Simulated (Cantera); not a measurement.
# Thermodynamics of aluminium nitride and oxide growth, feed Al(CH₃)₃ + NH₃ + N₂

Input: 1 mol Al(CH₃)₃, 0.82 mol NH₃, 1.2 mol N₂, at 37.0 Pa.

These are equilibrium values from Cantera (NASA tables, ideal gas, pure condensed phases), not measurements of a reactor. Candidate condensed phases: Al, AlN, C, C₆H₆, C₇H₈, C₈H₁₈; 97 gas species. The feed counts by its element totals alone. Kinetics and transport are ignored.

```json
[
 {"T (K)": "1523", "x H₂": "0.836", "x N₂": "0.162", "x Al": "4.67e-5", "x H": "0.00110", "x HCN": "0.000457", "x AlH": "9.07e-7", "n AlN(s)": "1.000", "n C(graphite)": "3.00"},
 {"T (K)": "1548", "x H₂": "0.836", "x N₂": "0.162", "x Al": "0.000105", "x H": "0.00146", "x HCN": "0.000540", "x AlH": "1.86e-6", "n AlN(s)": "0.999", "n C(graphite)": "3.00"},
 {"T (K)": "1573", "x H₂": "0.835", "x N₂": "0.162", "x Al": "0.000231", "x H": "0.00193", "x HCN": "0.000635", "x AlH": "3.73e-6", "n AlN(s)": "0.998", "n C(graphite)": "3.00"},
 {"T (K)": "1598", "x H₂": "0.834", "x N₂": "0.162", "x Al": "0.000494", "x H": "0.00253", "x HCN": "0.000743", "x AlH": "7.31e-6", "n AlN(s)": "0.997", "n C(graphite)": "2.99"},
 {"T (K)": "1623", "x H₂": "0.833", "x N₂": "0.162", "x Al": "0.00103", "x H": "0.00328", "x HCN": "0.000865", "x AlH": "1.40e-5", "n AlN(s)": "0.993", "n C(graphite)": "2.99"},
 {"T (K)": "1648", "x H₂": "0.831", "x N₂": "0.162", "x Al": "0.00211", "x H": "0.00422", "x HCN": "0.00100", "x AlH": "2.63e-5", "n AlN(s)": "0.985", "n C(graphite)": "2.99"},
 {"T (K)": "1673", "x H₂": "0.827", "x N₂": "0.162", "x Al": "0.00420", "x H": "0.00538", "x HCN": "0.00115", "x AlH": "4.85e-5", "n AlN(s)": "0.971", "n C(graphite)": "2.99"},
 {"T (K)": "1698", "x H₂": "0.820", "x N₂": "0.163", "x Al": "0.00821", "x H": "0.00681", "x HCN": "0.00133", "x AlH": "8.73e-5", "n AlN(s)": "0.942", "n C(graphite)": "2.99"},
 {"T (K)": "1723", "x H₂": "0.809", "x N₂": "0.165", "x Al": "0.0157", "x H": "0.00853", "x HCN": "0.00151", "x AlH": "0.000154", "n AlN(s)": "0.889", "n C(graphite)": "2.99"},
 {"T (K)": "1748", "x H₂": "0.790", "x N₂": "0.168", "x Al": "0.0292", "x H": "0.0106", "x HCN": "0.00172", "x AlH": "0.000263", "n AlN(s)": "0.788", "n C(graphite)": "2.99"},
 {"T (K)": "1773", "x H₂": "0.757", "x N₂": "0.174", "x Al": "0.0531", "x H": "0.0129", "x HCN": "0.00195", "x AlH": "0.000436", "n AlN(s)": "0.599", "n C(graphite)": "2.98"},
 {"T (K)": "1798", "x H₂": "0.703", "x N₂": "0.184", "x Al": "0.0939", "x H": "0.0154", "x HCN": "0.00219", "x AlH": "0.000693", "n AlN(s)": "0.240", "n C(graphite)": "2.98"},
 {"T (K)": "1823", "x H₂": "0.670", "x N₂": "0.190", "x Al": "0.118", "x H": "0.0184", "x HCN": "0.00245", "x AlH": "0.000796", "n AlN(s)": "0", "n C(graphite)": "2.98"},
 {"T (K)": "1848", "x H₂": "0.666", "x N₂": "0.190", "x Al": "0.118", "x H": "0.0225", "x HCN": "0.00274", "x AlH": "0.000742", "n AlN(s)": "0", "n C(graphite)": "2.97"}
]
```
x: gas mole fraction; n: condensed amount in mol.

From 1523 K to 1798 K the condensed part is AlN(s) + C(graphite). From 1823 K to 1848 K the condensed part is C(graphite). The main Al-bearing gas is Al throughout.
